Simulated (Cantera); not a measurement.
A Cantera script and what it prints.

```python
import numpy as np
import cantera as ct

gas_names = """
    F F2 FS2F,fluorodisu H HF H2 H2F2 H2S H3F3 H4F4 H5F5 H6F6 H7F7 N NF NF2 NF3 NH NH2 NH3 N2 N2H2 N2H4
    S SF SF2 SF3 SF4 SF5 SF6 SH SN S2 S2F2,thiothiony S8
""".split()
cond_names = """
    S(cr1) S(cr2) S(L)
""".split()


def load(file, names, dense=False):
    # The tables refer to 1 bar. Condensed volumes are neglected.
    table = {s.name: s for s in ct.Species.list_from_file(file)}
    out = []
    for n in names:
        d = dict(table[n].input_data)
        d["thermo"] = dict(d["thermo"], **{"reference-pressure": 1e5})
        if dense:
            d["equation-of-state"] = {"model": "constant-volume", "density": "1e6 g/cm^3"}
        out.append(ct.Species.from_dict(d))
    return out


gas = ct.Solution(thermo="ideal-gas", species=load("nasa_gas.yaml", gas_names))
cond = {s.name: ct.Solution(thermo="fixed-stoichiometry", species=[s], name=s.name)
        for s in load("nasa_condensed.yaml", cond_names, dense=True)}
atoms = {
    'SF6': {'S': 1, 'F': 6},
    'H2': {'H': 2},
    'N2': {'N': 2},
}
top_T = {}  # K; cautious upper limits of use, not melting points


def equilibrate(T, P, feed):
    n = {}
    for name, mol in feed.items():
        for a, k in atoms[name].items():
            n[a] = n.get(a, 0.0) + k * mol
    gas.TPX = T, P, n
    mass = sum(n.values()) * gas.mean_molecular_weight
    gas.equilibrate("TP")
    valid = [c for c in cond.values() if c.min_temp <= T <= top_T.get(c.name, c.max_temp)]
    mix = ct.Mixture([(gas, mass / gas.mean_molecular_weight)] + [(c, 0.0) for c in valid])
    mix.T, mix.P = T, P
    mix.equilibrate("TP", solver="vcs", rtol=1e-11, max_steps=5000)
    return mix


results = []
T = 2950  # K
P = 16  # Pa
for m in [0.47, 1.4, 2.3, 3.2, 4.1, 5, 5.9, 6.8]:
    feed = {'SF6': 1, 'H2': m, 'N2': 0.74}  # mol
    mix = equilibrate(T, P, feed)
    results.append((T, P, feed, dict(zip(mix.species_names, mix.species_moles))))
    x = sorted(zip(gas.X, gas.species_names), reverse=True)
    print(f"T = {T:g} K  P = {P:g} Pa  n(H2) = {m:g} mol  gas = {mix.phase_moles(0):.4g} mol")
    print("   x: " + "  ".join(f"{s} {v:.3e}" for v, s in x if v > 1e-05))
    print("   condensed (mol): " + ("  ".join(f"{mix.phase(i).name} {mix.phase_moles(i):.4g}"
          for i in range(1, mix.n_phases) if mix.phase_moles(i) > 1e-12) or "none"))
```

Result:

```
T = 2950 K  P = 16 Pa  n(H2) = 0.47 mol  gas = 8.2 mol
   x: F 6.731e-01  S 1.218e-01  N2 9.013e-02  HF 5.857e-02  H 5.601e-02  N 2.381e-04  S2 4.996e-05  H2 2.751e-05  SF 2.468e-05  SH 1.097e-05
   condensed (mol): none
T = 2950 K  P = 16 Pa  n(H2) = 1.4 mol  gas = 9.3 mol
   x: F 5.120e-01  H 1.674e-01  HF 1.332e-01  S 1.074e-01  N2 7.946e-02  H2 2.458e-04  N 2.236e-04  S2 3.884e-05  SH 2.892e-05  SF 1.655e-05
   condensed (mol): none
T = 2950 K  P = 16 Pa  n(H2) = 2.3 mol  gas = 10.57 mol
   x: F 4.010e-01  H 2.673e-01  HF 1.665e-01  S 9.446e-02  N2 6.988e-02  H2 6.265e-04  N 2.097e-04  SH 4.061e-05  S2 3.004e-05  SF 1.140e-05
   condensed (mol): none
T = 2950 K  P = 16 Pa  n(H2) = 3.2 mol  gas = 12 mol
   x: H 3.538e-01  F 3.227e-01  HF 1.773e-01  S 8.324e-02  N2 6.157e-02  H2 1.098e-03  N 1.968e-04  SH 4.736e-05  S2 2.333e-05
   condensed (mol): none
T = 2950 K  P = 16 Pa  n(H2) = 4.1 mol  gas = 13.53 mol
   x: H 4.262e-01  F 2.668e-01  HF 1.767e-01  S 7.382e-02  N2 5.461e-02  H2 1.593e-03  N 1.854e-04  SH 5.061e-05  S2 1.835e-05
   condensed (mol): none
T = 2950 K  P = 16 Pa  n(H2) = 5 mol  gas = 15.13 mol
   x: H 4.862e-01  F 2.260e-01  HF 1.707e-01  S 6.602e-02  N2 4.883e-02  H2 2.073e-03  N 1.753e-04  SH 5.163e-05  S2 1.467e-05
   condensed (mol): none
T = 2950 K  P = 16 Pa  n(H2) = 5.9 mol  gas = 16.77 mol
   x: H 5.359e-01  F 1.952e-01  HF 1.625e-01  S 5.954e-02  N2 4.404e-02  H2 2.519e-03  N 1.665e-04  SH 5.133e-05  S2 1.194e-05
   condensed (mol): none
T = 2950 K  P = 16 Pa  n(H2) = 6.8 mol  gas = 18.45 mol
   x: H 5.775e-01  F 1.714e-01  HF 1.538e-01  S 5.413e-02  N2 4.003e-02  H2 2.924e-03  N 1.587e-04  SH 5.028e-05
   condensed (mol): none
```

Equilibrium computed with Cantera from the NASA thermochemical tables; the gas is ideal and each condensed phase is pure.
